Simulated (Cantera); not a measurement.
Catalytic stagnation flow on Pt

A jet of 1.57 % CH4, 20.7 % O2, 77.8 % N2 at 300 K and 38.3 Torr hits a platinum plate 4.5 cm away at a mass flux of 0.027 kg/m²/s; the plate temperature is set and raised in steps from an oxygen-covered start.

Cantera simulation using Deutschmann's 1995 Pt surface mechanism with GRI-Mech 3.0 gas chemistry; the numbers are that mechanism's predictions, not measurements. Catalytic surfaces can have several steady states; this one follows from the mechanism file's or the stated starting coverage.

```tsv
plate T (K)	wall x CH4	wall x O2	wall x H2O	wall x OH	wall x CO	wall x CO2	θ free Pt	θ O*
900	0.0113	0.197	0.00826	2.54e-8	4.26e-6	0.00542	0.198	0.801
950	0.00911	0.193	0.0123	8.38e-8	4.73e-6	0.00812	0.263	0.736
1000	0.00718	0.188	0.0159	2.34e-7	5.02e-6	0.0105	0.331	0.668
1050	0.00568	0.185	0.0186	5.79e-7	5.25e-6	0.0123	0.399	0.601
1100	0.00456	0.183	0.0206	1.28e-6	5.53e-6	0.0136	0.465	0.534
1150	0.00374	0.181	0.0221	2.61e-6	5.91e-6	0.0146	0.529	0.471
1200	0.00313	0.180	0.0231	4.93e-6	6.46e-6	0.0152	0.589	0.410
```
x: mole fraction at the wall; θ: surface coverage.
